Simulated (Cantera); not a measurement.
What does this Cantera script print?

```python
import numpy as np
import cantera as ct

gas_names = [...]  # 95 gases of nasa_gas.yaml made of C, F, H
cond_names = """
    C(gr) C6H6(L) C7H8(L) C8H18(L),n-octa
""".split()


# ... load() reads the species with a 1 bar reference pressure and builds the phases ...
atoms = {
    'CF4': {'C': 1, 'F': 4},
    'F2': {'F': 2},
    'H2': {'H': 2},
}
top_T = {'C(gr)': 4500}  # K; cautious upper limits of use, not melting points


# ... equilibrate(T, P, feed) seeds the gas with the atoms and calls Mixture.equilibrate('TP', solver="vcs", rtol=1e-11, max_steps=5000) ...
results = []
feed = {'CF4': 1, 'F2': 2.1, 'H2': 12}  # mol
T = 773.15  # K
P = 3100  # Pa
mix = equilibrate(T, P, feed)
results.append((T, P, feed, dict(zip(mix.species_names, mix.species_moles))))
print(gas.report(threshold=1e-05))
for i in range(1, mix.n_phases):
    print(f"{mix.phase(i).name:16s} {mix.phase_moles(i):12.5e} mol")
```

It prints:

```
       temperature   773.15 K
          pressure   3100 Pa
           density   0.0055519 kg/m^3
  mean mol. weight   11.513 kg/kmol
   phase of matter   gas

                          1 kg             1 kmol
                     ---------------   ---------------
          enthalpy       -1.1106e+07       -1.2786e+08  J
   internal energy       -1.1664e+07       -1.3429e+08  J
           entropy             18850        2.1702e+05  J/K
    Gibbs function        -2.568e+07       -2.9565e+08  J
 heat capacity c_p            2604.5             29985  J/K
 heat capacity c_v            1882.3             21670  J/K

                      mass frac. Y      mole frac. X     chem. pot. / RT
                     ---------------   ---------------   ---------------
               CH4          0.020065          0.014399           -43.471
                HF           0.89781           0.51665           -68.621
                H2          0.082118           0.46895           -21.137
     [  +92 minor]        3.2186e-06        9.2793e-07

C(gr)             7.71471e-01 mol
```

These are equilibrium values from Cantera (NASA tables, ideal gas, pure condensed phases), not measurements of a reactor.
